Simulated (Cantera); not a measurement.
What does this Cantera script print?

```python
import numpy as np
import cantera as ct

gas = ct.Solution("gri30.yaml")
gas.TPX = 1173, 101325, {'N2O': 1}
reactor = ct.IdealGasConstPressureReactor(gas, energy="off", clone=False)
net = ct.ReactorNet([reactor])
net.rtol, net.atol = 1e-08, 1e-18
show = ['N2O', 'O2', 'NO', 'N2', 'O']
times = np.geomspace(5e-06, 200, 15)

steps = ct.SolutionArray(gas, extra=["t"])
rows = []
print(f"{'t/s':>10s}{'T/K':>9s}{'P/Pa':>11s}" + "".join(f"{s:>11s}" for s in show))
for t in times:
    while net.time < t:
        t_next = net.step()
        steps.append(gas.state, t=t_next)
    rows.append([np.interp(t, steps.t, y) for y in (steps.T, steps.P, *steps(*show).X.T)])
    print(f"{t:10.3e}{rows[-1][0]:9.1f}{rows[-1][1]:11.4g}" + "".join(f"{x:11.3e}" for x in rows[-1][2:]))
rate = np.gradient(steps.T, steps.t)
print("integrator steps:", len(steps.t))
if steps.T.max() > steps.T[0] + 200:
    print(f"time of steepest temperature rise: {steps.t[rate.argmax()]:.4e} s")
gas.TPX = 1173, 101325, {'N2O': 1}
gas.equilibrate("TP")
print(f"equilibrium (TP): T = {gas.T:.1f} K  " + "  ".join(f"{s} {gas[s].X[0]:.3e}" for s in show))
```

Output:

```
       t/s      T/K       P/Pa        N2O         O2         NO         N2          O
 5.000e-06   1173.0  1.013e+05  1.000e+00  2.405e-07  5.004e-08  1.111e-06  6.052e-07
 1.746e-05   1173.0  1.013e+05  1.000e+00  1.806e-06  3.759e-07  4.847e-06  1.046e-06
 6.095e-05   1173.0  1.013e+05  1.000e+00  8.600e-06  1.789e-06  1.922e-05  1.120e-06
 2.128e-04   1173.0  1.013e+05  9.999e-01  3.255e-05  6.773e-06  6.961e-05  1.120e-06
 7.430e-04   1173.0  1.013e+05  9.996e-01  1.162e-04  2.416e-05  2.455e-04  1.120e-06
 2.594e-03   1173.0  1.013e+05  9.986e-01  4.078e-04  8.478e-05  8.592e-04  1.120e-06
 9.057e-03   1173.0  1.013e+05  9.953e-01  1.423e-03  2.953e-04  2.995e-03  1.119e-06
 3.162e-02   1173.0  1.013e+05  9.837e-01  4.925e-03  1.018e-03  1.037e-02  1.114e-06
 1.104e-01   1173.0  1.013e+05  9.448e-01  1.668e-02  3.420e-03  3.511e-02  1.095e-06
 3.855e-01   1173.0  1.013e+05  8.258e-01  5.266e-02  1.061e-02  1.108e-01  1.031e-06
 1.346e+00   1173.0  1.013e+05  5.481e-01  1.373e-01  2.625e-02  2.881e-01  8.437e-07
 4.699e+00   1173.0  1.013e+05  1.901e-01  2.487e-01  4.179e-02  5.190e-01  4.471e-07
 1.641e+01   1173.0  1.013e+05  1.611e-02  3.054e-01  4.401e-02  6.338e-01  6.090e-08
 5.728e+01   1173.0  1.013e+05  1.224e-05  3.108e-01  4.334e-02  6.448e-01  7.826e-09
 2.000e+02   1173.0  1.013e+05  4.634e-07  3.108e-01  4.331e-02  6.448e-01  7.791e-09
integrator steps: 1212
equilibrium (TP): T = 1173.0 K  N2O 1.217e-08  O2 3.332e-01  NO 1.845e-04  N2 6.666e-01  O 8.064e-09
```

Detailed kinetics in Cantera: GRI-Mech 3.0 (53 species, 325 reactions). GRI-Mech 3.0 was tuned for natural gas; its chemistry of N2O as a main component is partial and can be far from experiment. The mechanism lacks the step 2 NO + O2 → 2 NO2, which can matter for NO2 below about 1400 K. The temperature is held fixed by assumption; the heat of reaction is taken as removed at once.
